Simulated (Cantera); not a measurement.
**Stirred combustor or abatement burner**

A perfectly stirred reactor is fed with CO : H2 : O2 : N2 : H2O = 1 : 0.16 : 1.32 : 4.96 : 0.041 (molar parts), at 3450 Torr; it is adiabatic with a 798 K inlet, and is followed from long to short residence time, starting on the burning branch (τ in s: 0.023, 0.011, 0.0047, 0.0021, 0.00096, 0.00043, 0.00019, 8.7e-05, 3.9e-05, 1.8e-05, 8e-06, 3.6e-06).

Model: GRI-Mech 3.0 (53 species, 325 reactions), integrated in Cantera. The hydrogen kinetics of GRI-Mech 3.0 are dated; newer H2 mechanisms differ, most at raised pressure.

```csv
τ (s),T (K),x CO,x H2,x O2,x NO,x OH,x N2O,x H2O2
0.023,2008,0.00122,3.89e-5,0.107,0.000244,0.00107,1.36e-6,6.31e-8
0.011,2002,0.00191,5.88e-5,0.107,0.000185,0.00129,1.83e-6,8.07e-8
0.0047,1989,0.00325,9.70e-5,0.108,0.000141,0.00163,2.45e-6,1.12e-7
0.0021,1969,0.00537,0.000156,0.108,0.000106,0.00200,2.90e-6,1.56e-7
0.00096,1938,0.00865,0.000244,0.109,7.56e-5,0.00239,3.04e-6,2.20e-7
0.00043,1890,0.0140,0.000375,0.111,5.02e-5,0.00275,2.89e-6,3.22e-7
0.00019,1813,0.0228,0.000560,0.115,3.16e-5,0.00292,2.56e-6,5.06e-7
8.7e-5,1687,0.0386,0.000819,0.121,1.70e-5,0.00260,2.14e-6,9.26e-7
3.9e-5,798,0.134,0.0214,0.176,<1e-12,<1e-12,<1e-12,<1e-12
1.8e-5,798,0.134,0.0214,0.176,<1e-12,<1e-12,<1e-12,<1e-12
8.0e-6,798,0.134,0.0214,0.176,<1e-12,<1e-12,<1e-12,<1e-12
3.6e-6,798,0.134,0.0214,0.176,<1e-12,<1e-12,<1e-12,<1e-12
```
x: mole fraction; the columns are a selection and need not sum to one.
